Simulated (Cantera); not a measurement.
Charge: 1 mol SiHCl3, 0.15 mol C2H2, 200 mol H2, equilibrated at 2198 K and 1.33 mbar.

These are equilibrium values from Cantera (NASA tables, ideal gas, pure condensed phases), not measurements of a reactor. Candidate condensed phases: C, C6H6, C7H8, C8H18, Si, SiC; 109 gas species. The tables' values for SiCl are old estimates; treat these amounts as uncertain. Rates play no part.

**Question.** What is the equilibrium state?

**Answer.** 
```json
{
 "x(H2)": "0.841",
 "x(H)": "0.140",
 "x(HCl)": "0.0122",
 "x(Si)": "0.00432",
 "x(Cl)": "0.00148",
 "x(C2H2 (acetylene))": "0.000563",
 "x(SiC2)": "0.000109",
 "x(SiH)": "6.44e-5",
 "x(SiCl)": "2.62e-5",
 "gas_amount": "218.6 mol",
 "log10 activity of C(graphite) (absent)": "-0.29",
 "log10 activity of Si(l) (absent)": "-1.80"
}
```
